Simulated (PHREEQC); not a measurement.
Make-up at 23 °C: 1.7 mmol/kgw CsOH, 11 mmol/kgw CO2 and 150 mmol/kgw K3PO4. Closed to the air; pH follows from the charge balance.

The numbers come from PHREEQC with the ion-association model, wateq4f.dat.

```tsv
quantity	before	after
pH	12.01	11.53
ionic strength (mol/kgw)	0.834	0.799
PO4-3 (mol/kgw)	0.115	0.0992
HPO4-2 (mol/kgw)	0.0305	0.0447
KHPO4- (mol/kgw)	0.00440	0.00603
HCO3- (mol/kgw)	6.96e-5	0.000135
```

Task: What was changed between the two runs?
(A) CsOH left out
(B) CsOH replaced by CsI at the same molality
(C) K3PO4 from 0.15 to 0.225 mol/kgw
(D) CsOH from 0.0017 to 0.00153 mol/kgw
(E) temperature from 23 to 50 °C

Result: E, temperature from 23 to 50 °C

This is a speciation only: nothing precipitates in the calculation. The ionic strength passes 0.7 mol/kgw, the rough limit of the ion-association models, in every such run. H3PO4, which wateq4f.dat lacks, is added to it with the constant of phreeqc.dat. Away from 25 °C the constants follow the database's enthalpies or fits; those with neither stay at their 25 °C values.
